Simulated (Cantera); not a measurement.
What does this Cantera script print?

```python
import numpy as np
import cantera as ct

gas_names = """
    CL CL2 H HCL H2 Si SiCL SiCL2 SiCL3 SiCL4 SiH SiHCL3 SiH2 SiH2CL2 SiH3 SiH3CL SiH4 Si2 Si3
""".split()
cond_names = """
    Si(cr) Si(L)
""".split()


# ... load() reads the species with a 1 bar reference pressure and builds the phases ...
atoms = {
    'Si': {'Si': 1},
    'HCl': {'H': 1, 'CL': 1},
}
top_T = {}  # K; cautious upper limits of use, not melting points


# ... equilibrate(T, P, feed) seeds the gas with the atoms and calls Mixture.equilibrate('TP', solver="vcs", rtol=1e-11, max_steps=5000) ...
results = []
T = 1625  # K
P = 3.4  # Pa
for m in [2.1, 3.3, 4.6, 5.9, 7.1, 8.4, 9.6, 11]:
    feed = {'Si': 1, 'HCl': m}  # mol
    mix = equilibrate(T, P, feed)
    results.append((T, P, feed, dict(zip(mix.species_names, mix.species_moles))))
    x = sorted(zip(gas.X, gas.species_names), reverse=True)
    print(f"T = {T:g} K  P = {P:g} Pa  n(HCl) = {m:g} mol  gas = {mix.phase_moles(0):.4g} mol")
    print("   x: " + "  ".join(f"{s} {v:.3e}" for v, s in x if v > 1e-05))
    print("   condensed (mol): " + ("  ".join(f"{mix.phase(i).name} {mix.phase_moles(i):.4g}"
          for i in range(1, mix.n_phases) if mix.phase_moles(i) > 1e-12) or "none"))
```

It prints:

```
T = 1625 K  P = 3.4 Pa  n(HCl) = 2.1 mol  gas = 2.123 mol
   x: H2 3.873e-01  SiCL2 3.869e-01  HCL 2.068e-01  H 7.530e-03  Si 4.791e-03  CL 3.167e-03  SiCL 2.535e-03  SiCL3 8.911e-04  SiH 3.464e-05  Si2 1.392e-05
   condensed (mol): Si(cr) 0.1609
T = 1625 K  P = 3.4 Pa  n(HCl) = 3.3 mol  gas = 3.324 mol
   x: HCL 3.855e-01  H2 3.003e-01  SiCL2 2.976e-01  CL 6.702e-03  H 6.631e-03  SiCL3 1.451e-03  SiCL 9.215e-04  Si 8.229e-04  SiCL4 1.643e-05
   condensed (mol): none
T = 1625 K  P = 3.4 Pa  n(HCl) = 4.6 mol  gas = 4.637 mol
   x: HCL 5.486e-01  H2 2.189e-01  SiCL2 2.133e-01  CL 1.117e-02  H 5.661e-03  SiCL3 1.733e-03  SiCL 3.962e-04  Si 2.122e-04  SiCL4 3.271e-05
   condensed (mol): none
T = 1625 K  P = 3.4 Pa  n(HCl) = 5.9 mol  gas = 5.954 mol
   x: HCL 6.390e-01  H2 1.734e-01  SiCL2 1.658e-01  CL 1.462e-02  H 5.039e-03  SiCL3 1.763e-03  SiCL 2.354e-04  Si 9.636e-05  SiCL4 4.354e-05
   condensed (mol): none
T = 1625 K  P = 3.4 Pa  n(HCl) = 7.1 mol  gas = 7.173 mol
   x: HCL 6.922e-01  H2 1.465e-01  SiCL2 1.374e-01  CL 1.723e-02  H 4.631e-03  SiCL3 1.722e-03  SiCL 1.655e-04  Si 5.747e-05  SiCL4 5.015e-05
   condensed (mol): none
T = 1625 K  P = 3.4 Pa  n(HCl) = 8.4 mol  gas = 8.495 mol
   x: HCL 7.322e-01  H2 1.262e-01  SiCL2 1.158e-01  CL 1.964e-02  H 4.298e-03  SiCL3 1.655e-03  SiCL 1.224e-04  SiCL4 5.491e-05  Si 3.730e-05
   condensed (mol): none
T = 1625 K  P = 3.4 Pa  n(HCl) = 9.6 mol  gas = 9.717 mol
   x: HCL 7.590e-01  H2 1.124e-01  SiCL2 1.011e-01  CL 2.157e-02  H 4.057e-03  SiCL3 1.586e-03  SiCL 9.732e-05  SiCL4 5.781e-05  Si 2.701e-05
   condensed (mol): none
T = 1625 K  P = 3.4 Pa  n(HCl) = 11 mol  gas = 11.14 mol
   x: HCL 7.826e-01  H2 1.003e-01  SiCL2 8.807e-02  CL 2.354e-02  H 3.833e-03  SiCL3 1.508e-03  SiCL 7.764e-05  SiCL4 5.996e-05  Si 1.974e-05
   condensed (mol): none
```

Cantera equilibrium calculation (NASA polynomials, part measured and part estimated; ideal gas, pure solids and liquids). The tables' values for SiCl, SiCl3 are old estimates; treat these amounts as uncertain.
